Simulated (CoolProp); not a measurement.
A single-stage vapour-compression cycle with R124: evaporating at 309.15 K (dew point), condensing at 366.15 K (bubble point), superheat 10 K, subcooling 0 K, compressor efficiency 0.9, no pressure losses. Each further row changes one setting.

Model: reference Helmholtz-energy equation of state, de Vries 1995, in CoolProp.

```tsv
case	cooling COP	pressure ratio	discharge temperature (K)	refrigerating effect (kJ/kg)	volumetric capacity (kJ/m³)
as stated	3.02	3.90	373.7	75.8	2340
evaporating temperature 314.15 K	…	3.39	373.9	78.6	…
condensing temperature 361.15 K	3.55	3.52	…	82.9	2560
subcooling 5 K	…	3.90	373.7	83.1	2570
superheat 20 K	3.17	3.90	382.3	84.2	2490
compressor efficiency 0.8	2.68	3.90	376.4	75.8	2340
```

Q: Complete the blanks.

A: 
- evaporating temperature 314.15 K, cooling COP: 3.49
- evaporating temperature 314.15 K, volumetric capacity (kJ/m³): 2790
- condensing temperature 361.15 K, discharge temperature (K): 368.7
- subcooling 5 K, cooling COP: 3.31
